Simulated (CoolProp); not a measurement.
The numbers come from the reference Helmholtz-energy equation of state, Zhou 2016 in CoolProp.

For R245ca, give the phase and the density (kg/m³), cv (kJ/(kg K)), Joule-Thomson coefficient (K/MPa), expansivity (1/kK) at 120.55 °C and 4.25 MPa; 125.25 °C and 4.25 MPa; 153.45 °C and 4.25 MPa.


- 120.55 °C and 4.25 MPa: liquid; density 1120, cv 1.12, Joule-Thomson coefficient 0.170, expansivity 3.31
- 125.25 °C and 4.25 MPa: liquid; density 1110, cv 1.13, Joule-Thomson coefficient 0.227, expansivity 3.53
- 153.45 °C and 4.25 MPa: liquid; density 971, cv 1.17, Joule-Thomson coefficient 0.950, expansivity 6.34
